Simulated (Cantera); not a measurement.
Charge: 1 mol B2O3, 0.46 mol O2, at 0.0133 bar.

These are equilibrium values from Cantera (NASA tables, ideal gas, pure condensed phases), not measurements of a reactor. Candidate condensed phases: B, B2O3; 10 gas species. Kinetics and transport are ignored. All values below are at 1850 °C.

Base state: B2O3 0.617, O2 0.279, BO2 0.0963, O 0.00745, BO 0.000791 (mole fractions); condensed: gas only.

Q: What changes in the equilibrium state with this change: B2O3 replaced by borazine?

A: 
| species | before | after |
|---|---|---|
| H2 | 0 | 0.672 |
| N2 | 0 | 0.113 |
| HBO | 0 | 0.102 |
| B2O3 | 0.617 | 0.000834 |
| O2 | 0.279 | <1e-9 |
| H | 0 | 0.0255 |
| BO2 | 0.0963 | 2.06e-6 |
| B2O2 | 8.83e-6 | 0.0352 |
| BO | 0.000791 | 0.0500 |
| O | 0.00745 | 2.52e-9 |
| B2O | <1e-9 | 0.000654 |
| BH2 | 0 | 0.000406 |
| HBO2 | 0 | 0.000365 |
| B | <1e-9 | 4.56e-5 |
| BN(s), mol | 0 | 2.08 |
The feed counts by its element totals alone. The tables' values for BH2 are old estimates; treat these amounts as uncertain. Further candidate phases: BN, B3O3H3, H2O.
